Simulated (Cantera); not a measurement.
An adiabatic, constant-volume homogeneous reactor starts with CH₄ : C₂H₆ : O₂ : N₂ = 1 : 0.11 : 7.45 : 73.8 (molar parts), at 950 K and 190000 Pa.

Model: GRI-Mech 3.0 (53 species, 325 reactions), integrated in Cantera. Below about 1000 K GRI-Mech 3.0 lacks low-temperature oxidation paths.

Task: Predict: time of steepest temperature rise; temperature at 2.00 s; equilibrium temperature; x(O₂) at 2.00 s.

Result: 
* **time of steepest temperature rise**: 0.465 s
* **temperature at 2.00 s**: 1398 K
* **equilibrium temperature**: 1396 K
* **x(O₂) at 2.00 s**: 0.0615 (gas-phase equilibrium 0.0612)
